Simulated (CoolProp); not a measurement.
Aqueous calcium chloride as a coolant, at 2 °C, 1 atm.

Model: Melinder's fits for secondary coolants, in CoolProp.

| mass % | freezing point (°C) | viscosity (mPa s) | conductivity (W/(m K)) | density (kg/m³) | Prandtl number |
|---|---|---|---|---|---|
| 4.4 | -2.0 | 1.83 | 0.563 | … | 12.7 |
| 6.5 | … | 1.92 | 0.561 | 1056 | 12.9 |
| 8.7 | -4.8 | 2.02 | 0.560 | 1076 | … |
| 10.8 | -6.6 | 2.14 | … | 1095 | … |
| 12.9 | -8.6 | 2.28 | 0.556 | 1115 | 14.0 |
| 15.1 | -11.2 | 2.46 | 0.554 | 1136 | 14.7 |
| 17.2 | -13.9 | 2.67 | 0.552 | 1157 | 15.4 |
| 19.3 | -17.1 | 2.91 | 0.549 | 1177 | 16.4 |
| 21.5 | -21.0 | 3.22 | … | 1200 | 17.7 |
| 23.6 | -25.5 | 3.58 | 0.544 | 1221 | … |

**Question.** Some entries are withheld; supply them.

**Answer.** 
- 4.4, density (kg/m³): 1037
- 6.5, freezing point (°C): -3.2
- 8.7, Prandtl number: 13.2
- 10.8, conductivity (W/(m K)): 0.558
- 10.8, Prandtl number: 13.5
- 21.5, conductivity (W/(m K)): 0.547
- 23.6, Prandtl number: 19.2
